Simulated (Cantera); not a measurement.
A Cantera script and its output.

```python
import numpy as np
import cantera as ct

gas = ct.Solution("gri30.yaml")
gas.TPX = 425, 101325, {'CH4': 1, 'O2': 1.43, 'N2': 5.37}
flame = ct.FreeFlame(gas, width=0.04)
flame.set_refine_criteria(ratio=3, slope=0.08, curve=0.16)
flame.transport_model = "mixture-averaged"
flame.solve(loglevel=0, auto=True)
z, T = flame.grid, flame.T
thick = (T[-1] - T[0]) / np.gradient(T, z).max()
show = ['CH4', 'O2', 'OH', 'H', 'CO2', 'O']
print(f"laminar burning velocity  {flame.velocity[0] * 100:.3f} cm/s")
print(f"burnt temperature         {T[-1]:.1f} K")
print(f"thermal thickness         {thick * 1e3:.4f} mm")
print(f"grid points               {len(z)}")
z0 = z[flame.heat_release_rate.argmax()]
print(f"{'z/mm':>9s}{'T/K':>9s}{'u/(m/s)':>9s}" + "".join(f"{s:>11s}" for s in show))
rows = []
for k in (-3, -2, -1.5, -1, -0.5, -0.25, 0, 0.25, 0.5, 1, 2, 4, 8):
    zz = z0 + k * thick
    rows.append([k * thick, np.interp(zz, z, T), np.interp(zz, z, flame.velocity),
                 *(np.interp(zz, z, flame.X[gas.species_index(s)]) for s in show)])
    print(f"{rows[-1][0] * 1e3:9.3f}{rows[-1][1]:9.1f}{rows[-1][2]:9.3f}" + "".join(f"{x:11.3e}" for x in rows[-1][3:]))
```

Result:

```
laminar burning velocity  31.161 cm/s
burnt temperature         2065.2 K
thermal thickness         0.7018 mm
grid points               149
     z/mm      T/K  u/(m/s)        CH4         O2         OH          H        CO2          O
   -2.105    425.4    0.313  1.277e-01  1.828e-01  6.988e-13  2.652e-15  3.250e-07  1.005e-13
   -1.404    429.9    0.318  1.267e-01  1.816e-01  9.054e-11  7.525e-13  6.515e-06  4.413e-12
   -1.053    450.2    0.335  1.244e-01  1.793e-01  2.302e-09  5.155e-11  5.520e-05  5.769e-11
   -0.702    577.8    0.436  1.140e-01  1.688e-01  9.090e-08  3.291e-08  6.874e-04  4.041e-09
   -0.351   1063.7    0.822  7.590e-02  1.229e-01  5.032e-06  2.092e-05  6.022e-03  2.252e-06
   -0.175   1457.8    1.142  4.217e-02  7.781e-02  6.404e-05  2.334e-04  1.329e-02  2.674e-05
    0.000   1806.4    1.430  1.225e-02  3.133e-02  4.509e-04  1.497e-03  2.353e-02  1.084e-04
    0.175   1966.9    1.561  2.097e-03  8.262e-03  9.984e-04  3.128e-03  3.242e-02  1.158e-04
    0.351   2014.0    1.596  4.182e-04  1.964e-03  1.150e-03  3.645e-03  3.794e-02  7.404e-05
    0.702   2034.8    1.609  3.992e-05  1.699e-04  1.056e-03  3.422e-03  4.257e-02  4.383e-05
    1.404   2043.9    1.614  2.428e-06  3.738e-05  8.749e-04  2.844e-03  4.427e-02  2.898e-05
    2.807   2051.6    1.620  1.105e-07  2.104e-05  6.722e-04  2.163e-03  4.435e-02  1.686e-05
    5.614   2058.6    1.625  3.206e-09  9.824e-06  4.639e-04  1.475e-03  4.421e-02  7.886e-06
```

Computed with Cantera and GRI-Mech 3.0 (53 species, 325 reactions). Burning velocities carry a grid error of a few per cent, more on coarse grids.
